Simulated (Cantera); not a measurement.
What does this Cantera script print?

```python
import numpy as np
import cantera as ct

gas_names = """
    H HNO HNO2 HNO3 HO2 H2 H2O H2O2 N NH NH2 NH3 NH2OH NO NO2 NO3 N2 N2H2 N2H4 N2O O OH O2 O3 Si SiH
    SiH2 SiH3 SiH4 SiN SiO SiO2 Si2 Si2N Si3
""".split()
cond_names = """
    H2O(s) H2O(L) Si(cr) Si(L) SiO2(Lqz) SiO2(hqz) SiO2(L) Si2N2O(s) Si3N4(a)
""".split()


# ... load() reads the species with a 1 bar reference pressure and builds the phases ...
atoms = {
    'Si3N4': {'Si': 3, 'N': 4},
    'H2O': {'H': 2, 'O': 1},
    'N2': {'N': 2},
}
top_T = {'Si2N2O(s)': 2100, 'Si3N4(a)': 2400}  # K; cautious upper limits of use, not melting points


# ... equilibrate(T, P, feed) seeds the gas with the atoms and calls Mixture.equilibrate('TP', solver="vcs", rtol=1e-11, max_steps=5000) ...
results = []
feed = {'Si3N4': 1, 'H2O': 3.5, 'N2': 19}  # mol
T = 1150  # K
P = 43000  # Pa
mix = equilibrate(T, P, feed)
results.append((T, P, feed, dict(zip(mix.species_names, mix.species_moles))))
print(gas.report(threshold=0.001))
for i in range(1, mix.n_phases):
    print(f"{mix.phase(i).name:16s} {mix.phase_moles(i):12.5e} mol")
```

It prints:

```
       temperature   1150 K
          pressure   43000 Pa
           density   0.1087 kg/m^3
  mean mol. weight   24.17 kg/kmol
   phase of matter   gas

                          1 kg             1 kmol
                     ---------------   ---------------
          enthalpy        1.0858e+06        2.6245e+07  J
   internal energy        6.9024e+05        1.6683e+07  J
           entropy            9685.2        2.3409e+05  J/K
    Gibbs function       -1.0052e+07       -2.4296e+08  J
 heat capacity c_p            1366.9             33039  J/K
 heat capacity c_v            1022.9             24724  J/K

                      mass frac. Y      mole frac. X     chem. pot. / RT
                     ---------------   ---------------   ---------------
                H2          0.012332           0.14785            -20.62
                N2           0.98764           0.85211           -26.239
     [  +33 minor]        2.6533e-05         3.594e-05

Si(cr)            0.00000e+00 mol
SiO2(hqz)         1.33285e+00 mol
Si2N2O(s)         8.33573e-01 mol
Si3N4(a)          0.00000e+00 mol
```

Equilibrium computed with Cantera from the NASA thermochemical tables; the gas is ideal and each condensed phase is pure. Mutual solubility and eutectic melting of coexisting phases are not modelled. The tables hold silica as quartz up to 1696 K and as liquid above; real silica turns to tridymite and cristobalite and melts near 1996 K.
